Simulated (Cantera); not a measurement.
# N2O furnace oxynitridation

An isothermal, constant-pressure homogeneous reactor starts with N2O : H2O = 1 : 0.0058 (molar parts), at 1525 K and 100.0 Torr.

Detailed kinetics in Cantera: GRI-Mech 3.0 (53 species, 325 reactions). GRI-Mech 3.0 was tuned for natural gas; its chemistry of N2O as a main component is partial and can be far from experiment. The temperature is held fixed by assumption; the heat of reaction is taken as removed at once.

| t (s) | x N2O | x H2O | x N2 | x O2 | x HO2 | x OH | x H2O2 |
|---|---|---|---|---|---|---|---|
| 9.00e-6 | 0.994 | 0.00577 | 5.42e-5 | 7.39e-6 | 1.53e-9 | 2.44e-7 | <1e-12 |
| 3.85e-5 | 0.994 | 0.00576 | 0.000286 | 8.65e-5 | 8.10e-8 | 2.78e-6 | 2.06e-11 |
| 0.000164 | 0.992 | 0.00575 | 0.00141 | 0.000556 | 2.06e-6 | 1.61e-5 | 1.96e-9 |
| 0.000702 | 0.983 | 0.00571 | 0.00625 | 0.00260 | 1.12e-5 | 5.55e-5 | 3.76e-8 |
| 0.00300 | 0.949 | 0.00563 | 0.0265 | 0.0112 | 8.00e-6 | 9.54e-5 | 2.01e-8 |
| 0.0128 | 0.818 | 0.00537 | 0.103 | 0.0440 | 3.02e-6 | 0.000114 | 5.18e-9 |
| 0.0548 | 0.463 | 0.00469 | 0.312 | 0.134 | 6.77e-7 | 0.000115 | 1.91e-9 |
| 0.234 | 0.0660 | 0.00393 | 0.547 | 0.237 | 9.02e-8 | 9.63e-5 | 1.10e-9 |
| 1.00 | 0.000362 | 0.00384 | 0.588 | 0.256 | 3.21e-8 | 3.53e-5 | 1.89e-10 |
x: mole fraction; the columns are a selection and need not sum to one.

Equilibrium at this temperature and pressure: N2O 3.26e-8, H2O 0.00383, N2 0.663, O2 0.331, HO2 3.85e-8, OH 3.53e-5, H2O2 1.93e-10 (gas phase only).
